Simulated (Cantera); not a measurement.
# Moist CO burnout

An isothermal, constant-pressure homogeneous reactor starts with 0.461 % CO, 2.16 % O2, 3.29 % H2O, 94.1 % N2, at 1100 K and 1000000 Pa.

Computed with Cantera and GRI-Mech 3.0 (53 species, 325 reactions).

```csv
t (s),x CO,x O2,x H2O,x CO2,x H
1.00e-5,0.00461,0.0216,0.0329,9.59e-11,1.05e-12
2.39e-5,0.00461,0.0216,0.0329,2.84e-10,3.70e-12
5.72e-5,0.00461,0.0216,0.0329,1.00e-9,8.96e-12
0.000137,0.00461,0.0216,0.0329,3.71e-9,1.52e-11
0.000327,0.00461,0.0216,0.0329,1.33e-8,2.28e-11
0.000782,0.00461,0.0216,0.0329,5.28e-8,4.29e-11
0.00187,0.00461,0.0216,0.0329,2.86e-7,1.23e-10
0.00447,0.00461,0.0216,0.0329,2.95e-6,8.12e-10
0.0107,0.00453,0.0216,0.0329,8.43e-5,1.08e-8
0.0256,0.00411,0.0214,0.0329,0.000498,1.14e-8
0.0612,0.00331,0.0210,0.0329,0.00130,8.70e-9
0.146,0.00214,0.0204,0.0330,0.00248,4.79e-9
0.350,0.00101,0.0199,0.0330,0.00361,1.65e-9
0.836,0.000348,0.0195,0.0330,0.00427,3.79e-10
2.00,8.46e-5,0.0194,0.0330,0.00454,7.24e-11
```
x: mole fraction; the columns are a selection and need not sum to one.

Equilibrium at this temperature and pressure: CO 1.41e-11, O2 0.0194, H2O 0.0330, CO2 0.00462, H <1e-12 (gas phase only).
